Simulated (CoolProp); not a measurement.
Sulfur hexafluoride at 293.15 K and 0.756 MPa is throttled through a valve to 0.527 MPa with no heat exchange. Each further row changes one setting.

Values from CoolProp's reference Helmholtz-energy equation of state, Guder 2009.

```
case                       temperature change (K)  final density (kg/m³)
-------------------------  ----------------------  ---------------------
as stated                                       …                      …
outlet pressure 0.158 MPa                       …                      …
outlet pressure 0.685 MPa                       …                   45.1
```

Problem. Fill in the missing entries.

Solution. 
- as stated, temperature change (K): -2.5
- as stated, final density (kg/m³): 34.1
- outlet pressure 0.158 MPa, temperature change (K): -6.5
- outlet pressure 0.158 MPa, final density (kg/m³): 9.88
- outlet pressure 0.685 MPa, temperature change (K): -0.8
